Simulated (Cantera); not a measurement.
## Ignition delay

Mixture: 4.23 % CH₄, 20.1 % O₂, 75.7 % N₂, equivalence ratio 0.42, at 26.0 bar, adiabatic and at constant pressure. Ignition delay is the time to a rise of 400 K.

Computed with Cantera and GRI-Mech 3.0 (53 species, 325 reactions). The pressure lies above the range GRI-Mech 3.0 was tuned for (to about 10 atm).

| T0 (K) | delay (ms) |
|---|---|
| 1025 | 18.2 |
| 1125 | 3.68 |
| 1225 | 0.988 |
| 1325 | 0.323 |
| 1425 | 0.122 |
| 1525 | 0.0512 |
| 1625 | 0.0234 |
| 1725 | 0.0116 |
| 1825 | 0.00611 |
| 1925 | 0.00345 |

| Item | Result |
|---|---|
| apparent activation energy between 1725 and 1925 K | 170 kJ/mol |
